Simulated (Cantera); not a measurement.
A freely propagating, adiabatic, planar premixed flame of CH4 : CO : O2 : N2 = 1 : 0.74 : 1.69 : 6.37 (molar parts), equivalence ratio 1.4, unburnt at 550 K and 0.170 bar; mixture-averaged transport, grid criteria slope 0.08 and curve 0.16, no radiation.

Computed with Cantera and GRI-Mech 3.0 (53 species, 325 reactions). Burning velocities carry a grid error of a few per cent, more on coarse grids.

Q: What does this change do: inlet temperature 550 to 300 K?

A: 
```json
[
 {"quantity": "laminar burning velocity", "before": "147 cm/s", "after": "53.6 cm/s"},
 {"quantity": "thermal thickness", "before": "1.60 mm", "after": "1.91 mm"},
 {"quantity": "peak x(C2H2)", "before": "0.000394", "after": "0.000313"},
 {"quantity": "peak x(HO2)", "before": "0.000116", "after": "8.64e-5"},
 {"quantity": "peak x(HCO)", "before": "9.50e-5", "after": "6.29e-5"}
]
```
